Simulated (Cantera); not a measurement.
A closed system holds: 1 mol C₆H₆, 4.4 mol H₂O, equilibrated at 0.00110 bar.

Method: chemical equilibrium by Gibbs-energy minimisation in Cantera with the NASA 1993 tables (ideal gas, pure condensed phases). Candidate condensed phases: C, C₆H₆, C₇H₈, C₈H₁₈, H₂O; 131 gas species. Ions and electrons are included (thermal ionisation). Equilibrium is a limit: real reactors are often held back by kinetics, nucleation or transport.

Q: At 3000 K, list the 7 most abundant gas species with their mole fractions, and the condensed phases.

A: H 0.711, CO 0.225, H₂ 0.0223, C 0.0181, C₃ 0.0172, C₂ 0.00445, C₂H 0.00118. Condensed: gas only.
